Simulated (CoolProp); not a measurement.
A Linde-Hampson liquefier for nitrogen: isothermal reversible compression at 290 K from 1 atm to 25 MPa, throttling to 1 atm, return gas leaving the recuperator 5 K below the feed. Each further row changes one setting.

The numbers come from the reference Helmholtz-energy equation of state, Span 2000 in CoolProp.

```json
[
 {"case": "as stated", "liquid yield per pass": "___", "compression work (kJ/kg of gas)": "475"},
 {"case": "high pressure 50 MPa", "liquid yield per pass": "0.087", "compression work (kJ/kg of gas)": "___"},
 {"case": "warm-end temperature 320 K", "liquid yield per pass": "___", "compression work (kJ/kg of gas)": "___"},
 {"case": "warm-end gap 10 K", "liquid yield per pass": "0.069", "compression work (kJ/kg of gas)": "475"}
]
```

What belongs in the gaps?


- as stated, liquid yield per pass: 0.081
- high pressure 50 MPa, compression work (kJ/kg of gas): 547
- warm-end temperature 320 K, liquid yield per pass: 0.056
- warm-end temperature 320 K, compression work (kJ/kg of gas): 528
